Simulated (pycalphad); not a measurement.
Computed with pycalphad from the COST 507 light-alloy database (1999), at 1 atm. The data set is of 1999 and partly superseded. Diffusion is slow at the low end, where real alloys seldom reach equilibrium.

Molar enthalpy of Fe-4.261Si (wt.%) in equilibrium (SER reference):

| T (K) | H (kJ/mol) | phases |
|---|---|---|
| 2250 | 80.54 | LIQUID |
| 2150 | 76.10 | LIQUID |
| 2050 | 71.65 | LIQUID |
| 1950 | 67.20 | LIQUID |
| 1850 | 62.75 | LIQUID |
| 1800 | 60.53 | LIQUID |
| 1750 | 58.35 | LIQUID |
| 1700 | 42.63 | BCC_A2 |
| 1650 | 40.67 | BCC_A2 |
| 1550 | 36.80 | BCC_A2 |
| 1450 | 32.98 | BCC_A2 |
| 1350 | 29.19 | BCC_A2 |
| 1250 | 25.39 | BCC_A2 |
| 1150 | 21.52 | BCC_A2 |
| 1050 | 17.41 | BCC_A2 |
| 950 | 12.44 | BCC_A2 |
| 850 | 7.71 | BCC_A2 |
| 750 | 3.69 | BCC_B2 |
| 650 | 0.04 | BCC_B2 |
| 550 | -3.23 | BCC_B2 |

Cooling from 1750 K to 1700 K, across the freezing range, releases 15.7 kJ/mol, or 293 J/g. The slope is 44 J/(mol K) in the liquid and 39 J/(mol K) just below the solidus, where it includes any heat of precipitation. Liquidus 1739 K, solidus 1716 K. Changes were sought between steps of 50 K, so a narrower field can be missed.

BCC_A2 is bcc; BCC_B2 is ordered bcc (B2).
